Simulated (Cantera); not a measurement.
Input: 1 mol C2F6, 0.045 mol F2, 0.61 mol H2, 0.059 mol HCl, equilibrated at 873.15 K and 133 Pa.

Cantera equilibrium calculation (NASA polynomials, part measured and part estimated; ideal gas, pure solids and liquids). Candidate condensed phases: C, C6H6, C7H8, C8H18; 118 gas species. The feed counts by its element totals alone. Condensed phases not in the tables: fluorocarbon polymer. Gases not in the tables: C2F6 and larger saturated fluorocarbons. Equilibrium is a limit: real reactors are often held back by kinetics, nucleation or transport.

Question: What is the equilibrium state?

Answer: 
| Property | Result |
|---|---|
| x(HF) | 0.489 |
| x(CF4) | 0.487 |
| x(HCl) | 0.0232 |
| x(CClF3) | 0.000217 |
| x(Cl2) | 9.54e-5 |
| x(Cl) | 1.19e-5 |
| n(C(graphite)) | 0.783 mol |
| gas amount | 2.497 mol |
